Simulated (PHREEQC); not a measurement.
Nickel, zinc or cadmium bath (model solution)

A solution holds 0.024 mol/kgw ZnSO4, 0.0008 mol/kgw KCl and 0.00012 mol/kgw H2SO4, at 55 °C. Closed to the air; pH follows from the charge balance.

The numbers come from PHREEQC with the ion-association model, wateq4f.dat.

```json
{
 "pH": "4.03",
 "ionic_strength": "0.0551 mol/kgw",
 "total_alkalinity": "-0.240 meq/kg"
}
```

| species | molality | activity | log γ |
|---|---|---|---|
| Zn+2 | 0.0136 | 0.00613 | -0.345 |
| SO4-2 | 0.0127 | 0.00547 | -0.367 |
| ZnSO4 | 0.00957 | 0.00969 | 0.006 |
| Zn(SO4)2-2 | 0.000828 | 0.000349 | -0.375 |
| Cl- | 0.000758 | 0.000604 | -0.099 |
| K+ | 0.000754 | 0.000601 | -0.099 |
| HSO4- | 0.000129 | 0.000104 | -0.094 |
| H+ | 0.000112 | 9.45e-5 | -0.074 |
| KSO4- | 4.56e-5 | 3.72e-5 | -0.089 |
| ZnCl+ | 4.14e-5 | 3.31e-5 | -0.097 |
| ZnOH+ | 6.97e-7 | 5.62e-7 | -0.094 |

Precipitation was switched off in this run. Complexes and solids missing from the database can't appear. At this temperature some constants are extrapolated from 25 °C, and those without enthalpy data are left unchanged.
